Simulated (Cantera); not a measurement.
Charge: 1 mol Si, 0.023 mol N₂O, 9.4 mol H₂, 0.0013 mol O₂, held at 10.5 Torr.

Cantera equilibrium calculation (NASA polynomials, part measured and part estimated; ideal gas, pure solids and liquids). Candidate condensed phases: H₂O, Si, SiO₂, Si₂N₂O, Si₃N₄; 35 gas species. Mutual solubility and eutectic melting of coexisting phases are not modelled. Gases not in the tables: Si₂H₆ and higher silanes. Rates play no part.

**Question.** What share of the Si ends up in condensed phases as a function of T (K), at 1548, 1648, 1748, 1848, 1948, 2048, 2148, 2248?

**Answer.** 
| T (K) | Si condensed (%) | as |
|---|---|---|
| 1548 | 98.7 | Si(s) + Si₂N₂O(s) |
| 1648 | 97.4 | Si(s) |
| 1748 | 97.3 | Si(l) |
| 1848 | 96.9 | Si(l) |
| 1948 | 95.6 | Si(l) |
| 2048 | 91.6 | Si(l) |
| 2148 | 80.4 | Si(l) |
| 2248 | 50.9 | Si(l) |
